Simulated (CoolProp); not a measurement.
Vapour-liquid equilibrium of R22 (1) + acetone (2) at 35.75 °C; x and y are mole fractions of (1).

Values from CoolProp's multi-fluid Helmholtz-energy mixture model, Kamei 1995 and Lemmon 2006; pair parameters Bell 2016.

Task: Give the bubble pressure and the first vapour's composition at x = 0.05, 0.5, 0.8. Is there an azeotrope?

Result: x = 0.05: 0.1031 MPa, y = 0.545; x = 0.5: 0.4717 MPa, y = 0.937; x = 0.8: 0.9787 MPa, y = 0.990. No azeotrope shows between x = 0.05 and 0.95.

The pair parameters rest on a limited set of measurements; away from them the model extrapolates.
